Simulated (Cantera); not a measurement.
Input: 1 mol BCl3, 13 mol H2O, 16 mol N2, at 2400 K and 0.0230 bar.

These are equilibrium values from Cantera (NASA tables, ideal gas, pure condensed phases), not measurements of a reactor. The tables' values for BOCl are old estimates; treat these amounts as uncertain. Kinetics and transport are ignored.

```tsv
species	before	after
N2	0.483	0.513
H2O	0.271	0.346
HCl	0.0685	0.0913
H2	0.0525	0.00795
H	0.0240	0.000554
OH	0.0228	0.00208
O2	0.0149	0.00204
Cl	0.0224	0.00479
HBO2	0.0262	0.0313
BO	0.000426	3.29e-6
O	0.00699	0.000108
HBO	8.95e-5	3.02e-6
BO2	0.00265	0.000227
NO	0.00400	0.000489
BOCl	9.10e-5	3.37e-5
```
Gas species are given as mole fractions.

What was changed between the two runs?
A. temperature from 2400 K to 1923 K
B. temperature from 2400 K to 1023.15 K
C. pressure from 0.0230 bar to 0.133 bar
D. temperature from 2400 K to 750 K

A, temperature from 2400 K to 1923 K
